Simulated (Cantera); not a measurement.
Equilibrium for chlorosilane synthesis and conversion: Si + Cl₂ + H₂

Feed: 1 mol Si, 1.1 mol Cl₂, 0.76 mol H₂, held at 1075 K and 2.80 bar.

Cantera equilibrium calculation (NASA polynomials, part measured and part estimated; ideal gas, pure solids and liquids). Candidate condensed phases: Si; 19 gas species. The tables' values for SiCl₃ are old estimates; treat these amounts as uncertain. The numbers say what is thermodynamically allowed, not how fast it happens.

| Item | Value |
|---|---|
| x(H₂) | 0.519 |
| x(SiCl₄) | 0.325 |
| x(SiHCl₃) | 0.128 |
| x(HCl) | 0.0163 |
| x(SiH₂Cl₂) | 0.00593 |
| x(SiCl₃) | 0.00454 |
| x(SiCl₂) | 0.00100 |
| x(SiH₃Cl) | 7.19e-5 |
| n(Si(s)) | 0.408 mol |
| gas amount | 1.273 mol |
